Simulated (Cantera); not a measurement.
Equilibrium for silicon etching in halogen gases: Si + SF6 + N2

Input: 1 mol Si, 3.1 mol SF6, 13 mol N2, equilibrated at 0.0100 bar.

Method: chemical equilibrium by Gibbs-energy minimisation in Cantera with the NASA 1993 tables (ideal gas, pure condensed phases). Candidate condensed phases: S, Si, Si3N4; 29 gas species. The tables' values for S2F2 (SSF2), SF3, SF5 are old estimates; treat these amounts as uncertain. Equilibrium is a limit: real reactors are often held back by kinetics, nucleation or transport.

From 700 K to 1350 K nothing is condensed. The main Si-bearing gas is SiF4 throughout.

| T (K) | x N2 | x SF4 | x SF6 | x SiF4 | x F | x S2F2 (SSF2) | x SF3 | x SF2 |
|---|---|---|---|---|---|---|---|---|
| 700 | 0.762 | 0.104 | 0.0721 | 0.0586 | <1e-12 | 0.00252 | 6.11e-5 | 5.46e-5 |
| 750 | 0.760 | 0.115 | 0.0654 | 0.0585 | 1.14e-11 | 0.000308 | 0.000105 | 7.83e-5 |
| 800 | 0.760 | 0.116 | 0.0646 | 0.0585 | 2.52e-10 | 2.73e-5 | 0.000146 | 8.60e-5 |
| 850 | 0.760 | 0.116 | 0.0645 | 0.0585 | 3.92e-9 | 2.98e-6 | 0.000191 | 9.05e-5 |
| 900 | 0.760 | 0.116 | 0.0645 | 0.0585 | 4.49e-8 | 4.14e-7 | 0.000242 | 9.44e-5 |
| 950 | 0.760 | 0.116 | 0.0646 | 0.0585 | 3.98e-7 | 7.08e-8 | 0.000299 | 9.78e-5 |
| 1000 | 0.760 | 0.116 | 0.0646 | 0.0585 | 2.84e-6 | 1.45e-8 | 0.000361 | 0.000101 |
| 1050 | 0.760 | 0.116 | 0.0646 | 0.0585 | 1.68e-5 | 3.45e-9 | 0.000429 | 0.000104 |
| 1100 | 0.760 | 0.116 | 0.0646 | 0.0585 | 8.43e-5 | 9.42e-10 | 0.000501 | 0.000106 |
| 1150 | 0.760 | 0.116 | 0.0645 | 0.0585 | 0.000368 | 2.91e-10 | 0.000578 | 0.000109 |
| 1200 | 0.759 | 0.116 | 0.0639 | 0.0584 | 0.00141 | 1.02e-10 | 0.000664 | 0.000113 |
| 1250 | 0.757 | 0.117 | 0.0621 | 0.0582 | 0.00479 | 4.35e-11 | 0.000771 | 0.000121 |
| 1300 | 0.749 | 0.121 | 0.0569 | 0.0576 | 0.0142 | 2.61e-11 | 0.000939 | 0.000142 |
| 1350 | 0.733 | 0.128 | 0.0451 | 0.0564 | 0.0355 | 3.05e-11 | 0.00128 | 0.000205 |
x: gas mole fraction; nothing condenses.
